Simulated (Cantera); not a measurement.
Feed: 1 mol C₂H₄, 0.47 mol O₂, 8.8 mol H₂, 0.35 mol H₂O.

Equilibrium computed with Cantera from the NASA thermochemical tables; the gas is ideal and each condensed phase is pure. Candidate condensed phases: C, C₆H₆, C₇H₈, C₈H₁₈, H₂O; 110 gas species. The ideal-gas law is rough above about 30 bar. The numbers say what is thermodynamically allowed, not how fast it happens.

**Question.** What condenses at these points (T in K, P in Pa): (500, 10000000); (1025, 2500000); (1025, 160000); (500, 10000); (1250, 10)?

**Answer.** 
```tsv
T (K)	P in Pa	condensed phases	C condensed (%)
500	10000000	gas only	0.0
1025	2500000	gas only	0.0
1025	160000	C	9.6
500	10000	gas only	0.0
1250	10	C	35.5
```
